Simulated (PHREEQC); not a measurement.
Consider water at 25 °C with 0.0032 mol/kgw H2SO4 and 0.0017 mol/kgw Al2(SO4)3. Closed to the air; pH follows from the charge balance.

Computed with PHREEQC (ion-association model, phreeqc.dat).

| quantity | before | after |
|---|---|---|
| pH | 2.34 | 4.23 |
| ionic strength (mol/kgw) | 0.0161 | 0.0179 |
| SO4-2 (mol/kgw) | 0.00415 | 0.00440 |
| HSO4- (mol/kgw) | 0.00128 | 1.73e-5 |

**Question.** What was changed between the two runs?
A) H2SO4 replaced by CdSO4 at the same molality
B) diluted 100-fold with water
C) Al2(SO4)3 left out

**Answer.** A, H2SO4 replaced by CdSO4 at the same molality

Precipitation was switched off in this run. Some of these states are supersaturated (in Gibbsite (slow to form), for instance).
